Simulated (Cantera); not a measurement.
A diamond (100) surface in a fixed gas of H2 with x(CH4) = 0.012, x(H) = 0.03, x(CH3) = 0.00034, at 1350 K; coverages are run to steady state.

Model: the Harris–Goodwin 1993 mechanism for the reconstructed diamond (100) surface, integrated in Cantera.

θ: site fractions in the mechanism's names (c6HH fully hydrogenated, c6H* and c6*H radical sites, c6** diradical, c6HM methylated).

```
P (Pa)  growth (µm/h)  θ c6HH  θ c6H*  θ c6*H  θ c6**    θ c6HM
------  -------------  ------  ------  ------  ------  --------
530             0.360   0.350  0.0547   0.539  0.0562   3.40e-5
900             0.695   0.350  0.0547   0.539  0.0562   5.81e-5
1500              [?]   0.350  0.0547   0.539  0.0562       [?]
2700             2.92   0.350  0.0548   0.538  0.0562  0.000168
4600             6.19   0.350  0.0549   0.538  0.0562  0.000270
7800             13.4   0.350  0.0551   0.538  0.0563  0.000417
13000            28.5   0.350  0.0553   0.537  0.0564  0.000606
23000             [?]   0.349  0.0559   0.536  0.0565       [?]
```

What belongs in the gaps?


- 1500, growth (µm/h): 1.33
- 1500, θ c6HM: 9.61e-5
- 23000, growth (µm/h): 65.2
- 23000, θ c6HM: 0.000861
